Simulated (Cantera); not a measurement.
Input: 1 mol CH3Cl, 0.33 mol Si, at 19000 Pa.

Equilibrium computed with Cantera from the NASA thermochemical tables; the gas is ideal and each condensed phase is pure. Candidate condensed phases: C, C6H6, C7H8, C8H18, Si, SiC; 109 gas species. The tables' values for SiCl, SiCl3 are old estimates; treat these amounts as uncertain. Gases not in the tables: Si2H6 and higher silanes. Kinetics and transport are ignored.

At 2573 K, list the 7 most abundant gas species with their mole fractions, and the condensed phases.

H2 0.517, HCl 0.300, SiCl2 0.0684, H 0.0567, Cl 0.0231, Si 0.0120, C2H2 (acetylene) 0.00754. Condensed: C(graphite) + SiC(s).
